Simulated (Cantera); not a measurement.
A Cantera script and what it prints.

```python
import numpy as np
import cantera as ct

gas_names = """
    Cr CrO CrO2 CrO3 H HO2 H2 H2O H2O2 O OH O2 O3
""".split()
cond_names = """
    Cr(cr) Cr(L) Cr2O3(s) Cr2O3(L) H2O(s) H2O(L)
""".split()


# ... load() reads the species with a 1 bar reference pressure and builds the phases ...
atoms = {
    'Cr2O3': {'Cr': 2, 'O': 3},
    'H2': {'H': 2},
    'H2O': {'H': 2, 'O': 1},
}
top_T = {}  # K; cautious upper limits of use, not melting points


# ... equilibrate(T, P, feed) seeds the gas with the atoms and calls Mixture.equilibrate('TP', solver="vcs", rtol=1e-11, max_steps=5000) ...
results = []
feed = {'Cr2O3': 1, 'H2': 0.4, 'H2O': 3.7}  # mol
P = 10000  # Pa
for T in [1500, 1550, 1600, 1650, 1700, 1750, 1800, 1850, 1900, 1950, 2000]:
    mix = equilibrate(T, P, feed)
    results.append((T, P, feed, dict(zip(mix.species_names, mix.species_moles))))

top = {s: max(r[3][s] / sum(r[3][g] for g in gas_names) for r in results) for s in gas_names}
cols = sorted((s for s in top if top[s] > 0.0001), key=lambda s: -top[s])[:7]
seen = [c for c in cond_names if any(r[3].get(c, 0) > 1e-12 for r in results)]
print("log10 of partial pressures in bar; condensed amounts in mol")
print(f"{'T/K':>10s}" + "".join(f"{s[:9]:>10s}" for s in cols + seen))
for T, P, feed, n in results:
    ng = sum(n[g] for g in gas_names)
    print(f"{T:10.4g}" + "".join(f"{np.log10(max(n[s] / ng * P / 1e5, 1e-99)):10.3f}" for s in cols)
          + "".join(f"{n.get(c, 0):10.4g}" for c in seen))
```

Result:

```
log10 of partial pressures in bar; condensed amounts in mol
       T/K       H2O        H2         H        OH  Cr2O3(s)
      1500    -1.045    -2.011    -5.760    -6.338         1
      1550    -1.045    -2.011    -5.507    -6.014         1
      1600    -1.045    -2.011    -5.270    -5.711         1
      1650    -1.045    -2.011    -5.047    -5.426         1
      1700    -1.045    -2.011    -4.837    -5.158         1
      1750    -1.045    -2.011    -4.639    -4.905         1
      1800    -1.045    -2.011    -4.452    -4.666         1
      1850    -1.045    -2.011    -4.274    -4.439         1
      1900    -1.045    -2.011    -4.106    -4.225         1
      1950    -1.046    -2.011    -3.946    -4.022         1
      2000    -1.046    -2.011    -3.794    -3.830         1
```

Equilibrium computed with Cantera from the NASA thermochemical tables; the gas is ideal and each condensed phase is pure.
